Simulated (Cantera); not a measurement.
**Ignition delay**

Mixture: CH₄ : O₂ : N₂ : CO₂ = 1 : 2.63 : 9.89 : 0.93 (molar parts), equivalence ratio 0.76, at 8250 Torr, adiabatic and at constant pressure. Ignition delay is the time to a rise of 400 K.

Computed with Cantera and GRI-Mech 3.0 (53 species, 325 reactions).

```
T0 (K)  delay (ms)
------  ----------
1050          32.0
1100          15.2
1150          7.67
1200          4.08
1250          2.26
1300          1.29
1350         0.753
```

```
Property                                                 Value
--------------------------------------------------  ----------
apparent activation energy between 1250 and 1350 K  150 kJ/mol
```
